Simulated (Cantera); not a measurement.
Feed: 1 mol C2F6, equilibrated at 160 Pa.

Cantera equilibrium calculation (NASA polynomials, part measured and part estimated; ideal gas, pure solids and liquids). Candidate condensed phases: C; 13 gas species. The feed counts by its element totals alone. Gases not in the tables: C2F6 and larger saturated fluorocarbons. Kinetics and transport are ignored. All values below are at 1650 °C.

Base state: CF4 0.802, CF2 0.128, F 0.0623, CF3 0.00716, CF 0.000194 (mole fractions); condensed: C(graphite).

### Question
What changes in the equilibrium state with this change: pressure from 160 Pa to 6900 Pa?

### Answer
```json
[
 {"species": "CF4", "before": "0.802", "after": "0.971"},
 {"species": "CF2", "before": "0.128", "after": "0.0215"},
 {"species": "F", "before": "0.0623", "after": "0.00388"},
 {"species": "CF", "before": "0.000194", "after": "1.21e-5"},
 {"species": "CF3", "before": "0.00716", "after": "0.00322"},
 {"species": "C(graphite), mol", "before": "0.414", "after": "0.484"}
]
```
